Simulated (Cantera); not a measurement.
Cantera run:

```python
import numpy as np
import cantera as ct

gas_names = """
    C CO CO2 C2 C2O C3 C3O2 C4 C5 O O2 O3 Pb PbO Pb2
""".split()
cond_names = """
    C(gr) Pb(cr) Pb(L) PbO(rd) PbO(yw) PbO(L) PbO2(s) Pb3O4(s)
""".split()


# ... load() reads the species with a 1 bar reference pressure and builds the phases ...
atoms = {
    'Pb': {'Pb': 1},
    'CO': {'C': 1, 'O': 1},
}
top_T = {'C(gr)': 4500, 'Pb3O4(s)': 820}  # K; cautious upper limits of use, not melting points


# ... equilibrate(T, P, feed) seeds the gas with the atoms and calls Mixture.equilibrate('TP', solver="vcs", rtol=1e-11, max_steps=5000) ...
results = []
feed = {'Pb': 1, 'CO': 5.8}  # mol
P = 170  # Pa
for T in [1075, 1125, 1175, 1225, 1275, 1325, 1375, 1425, 1475, 1525]:
    mix = equilibrate(T, P, feed)
    results.append((T, P, feed, dict(zip(mix.species_names, mix.species_moles))))

top = {s: max(r[3][s] / sum(r[3][g] for g in gas_names) for r in results) for s in gas_names}
cols = sorted((s for s in top if top[s] > 1e-05), key=lambda s: -top[s])[:7]
seen = [c for c in cond_names if any(r[3].get(c, 0) > 1e-12 for r in results)]
print("log10 of partial pressures in bar; condensed amounts in mol")
print(f"{'T/K':>10s}" + "".join(f"{s[:9]:>10s}" for s in cols + seen))
for T, P, feed, n in results:
    ng = sum(n[g] for g in gas_names)
    print(f"{T:10.4g}" + "".join(f"{np.log10(max(n[s] / ng * P / 1e5, 1e-99)):10.3f}" for s in cols)
          + "".join(f"{n.get(c, 0):10.4g}" for c in seen))
```

Output:

```
log10 of partial pressures in bar; condensed amounts in mol
       T/K        CO        Pb       CO2     C(gr)     Pb(L)
      1075    -2.789    -4.120    -6.446  0.001279    0.7288
      1125    -2.821    -3.723    -6.875 0.0005122    0.2736
      1175    -2.839    -3.602    -7.245 0.0002278         0
      1225    -2.839    -3.602    -7.550 0.0001126         0
      1275    -2.839    -3.602    -7.832 5.896e-05         0
      1325    -2.839    -3.602    -8.091 3.248e-05         0
      1375    -2.839    -3.602    -8.330 1.872e-05         0
      1425    -2.839    -3.602    -8.552 1.123e-05         0
      1475    -2.839    -3.602    -8.758 6.989e-06         0
      1525    -2.839    -3.602    -8.950 4.494e-06         0
```

Equilibrium computed with Cantera from the NASA thermochemical tables; the gas is ideal and each condensed phase is pure.
